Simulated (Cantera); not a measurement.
An adiabatic, constant-volume homogeneous reactor starts with CH₄ : O₂ : N₂ = 1 : 1.54 : 5.78 (molar parts), equivalence ratio 1.3, at 1273 K and 6.61 atm. Integrator tolerance rtol = 1e-08.

Cantera simulation using GRI-Mech 3.0 (53 species, 325 reactions); the numbers are that mechanism's predictions, not measurements. Above 3000 K some thermodynamic fits are extrapolated.

What does this change do: initial temperature 1273 to 1448 K?


```csv
quantity,before,after
time of steepest temperature rise,3.23 ms,0.465 ms
temperature at 0.400 s,3014 K,3085 K
equilibrium temperature,3014 K,3085 K
x(CH₄) at 0.400 s,5.12e-12 (gas-phase equilibrium 6.02e-12),4.22e-12 (gas-phase equilibrium 5.01e-12)
x(O₂) at 0.400 s,0.00217 (gas-phase equilibrium 0.00217),0.00323 (gas-phase equilibrium 0.00323)
x(CO₂) at 0.400 s,0.0397 (gas-phase equilibrium 0.0397),0.0369 (gas-phase equilibrium 0.0369)
x(C₂H₆) at 0.400 s,<1e-12 (gas-phase equilibrium <1e-12),<1e-12 (gas-phase equilibrium <1e-12)
x(H₂) at 0.400 s,0.0424 (gas-phase equilibrium 0.0424),0.0443 (gas-phase equilibrium 0.0443)
x(HCN) at 0.400 s,1.03e-7 (gas-phase equilibrium 1.03e-7),1.07e-7 (gas-phase equilibrium 1.07e-7)
x(CH₂CO) at 0.400 s,<1e-12 (gas-phase equilibrium <1e-12),<1e-12 (gas-phase equilibrium <1e-12)
```

What does this change do: initial temperature 1273 to 1500 K?


```csv
quantity,before,after
time of steepest temperature rise,3.23 ms,0.275 ms
temperature at 0.400 s,3014 K,3105 K
equilibrium temperature,3014 K,3105 K
x(CH₄) at 0.400 s,5.12e-12 (gas-phase equilibrium 6.02e-12),4.04e-12 (gas-phase equilibrium 4.81e-12)
x(O₂) at 0.400 s,0.00217 (gas-phase equilibrium 0.00217),0.00356 (gas-phase equilibrium 0.00356)
x(CO₂) at 0.400 s,0.0397 (gas-phase equilibrium 0.0397),0.0361 (gas-phase equilibrium 0.0361)
x(C₂H₆) at 0.400 s,<1e-12 (gas-phase equilibrium <1e-12),<1e-12 (gas-phase equilibrium <1e-12)
x(H₂) at 0.400 s,0.0424 (gas-phase equilibrium 0.0424),0.0450 (gas-phase equilibrium 0.0450)
x(HCN) at 0.400 s,1.03e-7 (gas-phase equilibrium 1.03e-7),1.08e-7 (gas-phase equilibrium 1.08e-7)
x(CH₂CO) at 0.400 s,<1e-12 (gas-phase equilibrium <1e-12),<1e-12 (gas-phase equilibrium <1e-12)
```
